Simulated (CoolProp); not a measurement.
A single-stage vapour-compression cycle with R22: evaporating at 248.15 K (dew point), condensing at 310.15 K (bubble point), superheat 0 K, subcooling 8 K, compressor efficiency 0.8, no pressure losses. Each further row changes one setting.

Computed with CoolProp (reference Helmholtz-energy equation of state, Kamei 1995).

```json
[
 {"case": "as stated", "cooling COP": "[?]", "pressure ratio": "7.07", "discharge temperature (K)": "357.9", "refrigerating effect (kJ/kg)": "160", "volumetric capacity (kJ/m³)": "1430"},
 {"case": "evaporating temperature 253.15 K", "cooling COP": "[?]", "pressure ratio": "[?]", "discharge temperature (K)": "352.6", "refrigerating effect (kJ/kg)": "162", "volumetric capacity (kJ/m³)": "[?]"},
 {"case": "condensing temperature 305.15 K", "cooling COP": "[?]", "pressure ratio": "6.23", "discharge temperature (K)": "350.1", "refrigerating effect (kJ/kg)": "166", "volumetric capacity (kJ/m³)": "1490"},
 {"case": "subcooling 13 K", "cooling COP": "2.65", "pressure ratio": "7.07", "discharge temperature (K)": "357.9", "refrigerating effect (kJ/kg)": "166", "volumetric capacity (kJ/m³)": "1490"},
 {"case": "superheat 10 K", "cooling COP": "[?]", "pressure ratio": "7.07", "discharge temperature (K)": "[?]", "refrigerating effect (kJ/kg)": "166", "volumetric capacity (kJ/m³)": "1420"},
 {"case": "compressor efficiency 0.7", "cooling COP": "2.23", "pressure ratio": "7.07", "discharge temperature (K)": "[?]", "refrigerating effect (kJ/kg)": "160", "volumetric capacity (kJ/m³)": "1430"}
]
```

Problem. Fill in the missing entries.

Solution. 
- as stated, cooling COP: 2.55
- evaporating temperature 253.15 K, cooling COP: 2.89
- evaporating temperature 253.15 K, pressure ratio: 5.81
- evaporating temperature 253.15 K, volumetric capacity (kJ/m³): 1750
- condensing temperature 305.15 K, cooling COP: 2.86
- superheat 10 K, cooling COP: 2.53
- superheat 10 K, discharge temperature (K): 369.5
- compressor efficiency 0.7, discharge temperature (K): 368.7
